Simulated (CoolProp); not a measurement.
Vapour-liquid equilibrium of R143a (1) + dimethyl ether (2) at 0.278 MPa; x and y are mole fractions of (1).

Values from CoolProp's multi-fluid Helmholtz-energy mixture model, Lemmon and Jacobsen 2000 and Wu 2011; pair parameters Bell 2016.

Give the bubble temperature and the first vapour's composition at x = 0.35, 0.5, 0.8. Is there an azeotrope?

x = 0.35: 262.2 K, y = 0.560; x = 0.5: 258.6 K, y = 0.695; x = 0.8: 252.9 K, y = 0.894. No azeotrope shows between x = 0.05 and 0.95.

Pair parameters are fitted to limited data, so mixtures are less certain than the pure fluids.
